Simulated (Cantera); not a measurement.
Input: 1 mol SiC, 2.6 mol H2, held at 0.540 bar.

These are equilibrium values from Cantera (NASA tables, ideal gas, pure condensed phases), not measurements of a reactor. Candidate condensed phases: C, C6H6, C7H8, C8H18, Si, SiC; 87 gas species. Gases not in the tables: Si2H6 and higher silanes. The numbers say what is thermodynamically allowed, not how fast it happens.

x: gas mole fraction; n: condensed amount in mol.

```json
[
 {"T (K)": "2423", "x H2": "0.971", "x H": "0.0238", "x Si": "0.00214", "x SiC2": "8.98e-5", "x Si2C": "0.000249", "x C2H2 (acetylene)": "0.00153", "n SiC(s)": "0.991"},
 {"T (K)": "2498", "x H2": "0.958", "x H": "0.0332", "x Si": "0.00399", "x SiC2": "0.000276", "x Si2C": "0.000568", "x C2H2 (acetylene)": "0.00275", "n SiC(s)": "0.982"},
 {"T (K)": "2573", "x H2": "0.939", "x H": "0.0453", "x Si": "0.00718", "x SiC2": "0.000792", "x Si2C": "0.00123", "x C2H2 (acetylene)": "0.00475", "n SiC(s)": "0.966"},
 {"T (K)": "2648", "x H2": "0.911", "x H": "0.0604", "x Si": "0.0125", "x SiC2": "0.00214", "x Si2C": "0.00256", "x C2H2 (acetylene)": "0.00784", "n SiC(s)": "0.938"},
 {"T (K)": "2723", "x H2": "0.873", "x H": "0.0787", "x Si": "0.0211", "x SiC2": "0.00544", "x Si2C": "0.00509", "x C2H2 (acetylene)": "0.0124", "n SiC(s)": "0.884"},
 {"T (K)": "2798", "x H2": "0.817", "x H": "0.0999", "x Si": "0.0348", "x SiC2": "0.0131", "x Si2C": "0.00980", "x C2H2 (acetylene)": "0.0184", "n SiC(s)": "(withheld)"},
 {"T (K)": "2873", "x H2": "0.737", "x H": "0.123", "x Si": "0.0561", "x SiC2": "0.0300", "x Si2C": "0.0183", "x C2H2 (acetylene)": "0.0256", "n SiC(s)": "(withheld)"},
 {"T (K)": "2948", "x H2": "0.622", "x H": "0.144", "x Si": "0.0887", "x SiC2": "0.0655", "x Si2C": "0.0331", "x C2H2 (acetylene)": "0.0321", "n SiC(s)": "(withheld)"}
]
```

Problem. Fill in the missing entries.

Solution. 
- 2798, n SiC(s): 0.782
- 2873, n SiC(s): 0.583
- 2948, n SiC(s): 0.165
